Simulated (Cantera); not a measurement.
An isothermal plug-flow reactor at 1000 K and 1.97 atm (inlet), inlet velocity 2.8 m/s, active area per volume 240 1/m; feed H2 : O2 : N2 : H2O = 0.016 : 0.087 : 0.79 : 0.016 (molar parts).

Computed with Cantera and Deutschmann's 1995 Pt surface mechanism with GRI-Mech 3.0 gas chemistry. Catalytic surfaces can have several steady states; this one follows from the mechanism file's or the stated starting coverage. Mass transfer to the wall is taken as infinitely fast.

x: gas mole fraction; θ: surface coverage.

```csv
z (m),x H2,x O2,x H2O,θ free Pt,θ O*,θ OH*
0.00058,(withheld),0.0921,0.0257,0.265,0.730,0.00494
0.0012,(withheld),0.0904,0.0295,0.219,0.777,0.00474
0.0027,(withheld),0.0887,0.0332,0.185,0.811,0.00457
0.0058,(withheld),0.0878,0.0351,0.171,0.825,0.00449
0.012,(withheld),0.0877,0.0355,0.169,0.827,0.00448
0.027,(withheld),0.0877,0.0355,0.168,0.827,0.00448
0.058,1.76e-10,0.0877,0.0355,0.168,0.827,0.00448
```

**Question.** Complete the blanks.

**Answer.** 
- 0.00058, x H2: 0.00963
- 0.0012, x H2: 0.00594
- 0.0027, x H2: 0.00224
- 0.0058, x H2: 0.000373
- 0.012, x H2: 1.17e-5
- 0.027, x H2: 2.93e-9
